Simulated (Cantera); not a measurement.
N2O furnace oxynitridation

A perfectly stirred reactor is fed with 66.7 % N₂O, 33.3 % O₂, at 113 Torr; it is held at 1575 K, and followed from long to short residence time.

Cantera simulation using GRI-Mech 3.0 (53 species, 325 reactions); the numbers are that mechanism's predictions, not measurements. GRI-Mech 3.0 was tuned for natural gas; its chemistry of N2O as a main component is partial and can be far from experiment. The temperature is held fixed by assumption; the heat of reaction is taken as removed at once.

```csv
τ (s),x N₂O,x O₂,x NO,x N₂,x NO₂,x O
23,0.00170,0.470,0.0593,0.469,0.000107,3.82e-5
9.0,0.00404,0.461,0.0752,0.459,0.000119,5.16e-5
3.6,0.00917,0.451,0.0924,0.447,0.000130,6.93e-5
1.4,0.0210,0.441,0.108,0.430,0.000139,9.06e-5
0.57,0.0458,0.430,0.117,0.407,0.000141,0.000110
0.23,0.0983,0.418,0.114,0.369,0.000133,0.000125
0.091,0.198,0.401,0.0978,0.302,0.000110,0.000133
0.036,0.342,0.380,0.0689,0.209,7.41e-5,0.000138
0.014,0.486,0.359,0.0386,0.116,3.86e-5,0.000139
0.0058,0.578,0.346,0.0191,0.0573,1.67e-5,0.000140
0.0023,0.628,0.339,0.00820,0.0247,5.51e-6,0.000139
```
x: mole fraction; the columns are a selection and need not sum to one.
